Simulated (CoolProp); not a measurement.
Carbon dioxide along the isobar 104 bar: fugacity coefficient from the reference equation and from simpler models built on Tc = 304.1 K, pc = 73.77 bar, ω = 0.224; each cubic takes its own stable root.

The numbers come from the reference Helmholtz-energy equation of state, Span 1996 in CoolProp.

| T (K) | phase | reference | van der Waals | Redlich-Kwong | Soave-Redlich-Kwong |
|---|---|---|---|---|---|
| 262.5 | liquid | 0.2352 | 0.3607 | 0.2737 | 0.2425 |
| 270.2 | liquid | 0.2794 | 0.3952 | 0.3163 | 0.2882 |
| 277.9 | liquid | 0.3269 | 0.4301 | 0.3607 | 0.3372 |
| 285.5 | liquid | 0.3765 | 0.4648 | 0.4058 | 0.3881 |
| 293.2 | liquid | 0.4288 | 0.4998 | 0.4520 | 0.4412 |
| 300.9 | liquid | 0.4820 | 0.5345 | 0.4979 | 0.4947 |
| 308.5 | supercritical | 0.5342 | 0.5678 | 0.5418 | 0.5461 |
| 316.2 | supercritical | 0.5842 | 0.6003 | 0.5835 | 0.5942 |
| 323.8 | supercritical | 0.6260 | 0.6304 | 0.6199 | 0.6344 |
